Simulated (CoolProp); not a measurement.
Model: reference Helmholtz-energy equation of state, Lemmon 2006, in CoolProp. It is a short technical equation, of lower accuracy than the large ones.

Problem. For C2F6 (R116), give the phase and the cp (kJ/(kg K)), cv (kJ/(kg K)), expansivity (1/kK) at 248.4 K and 2330 kPa; 235.6 K and 1170 kPa; 363.6 K and 3370 kPa.

Solution. 
- 248.4 K and 2330 kPa: liquid; cp 1.12, cv 0.702, expansivity 4.64
- 235.6 K and 1170 kPa: liquid; cp 1.07, cv 0.683, expansivity 4.06
- 363.6 K and 3370 kPa: supercritical; cp 0.997, cv 0.830, expansivity 5.59
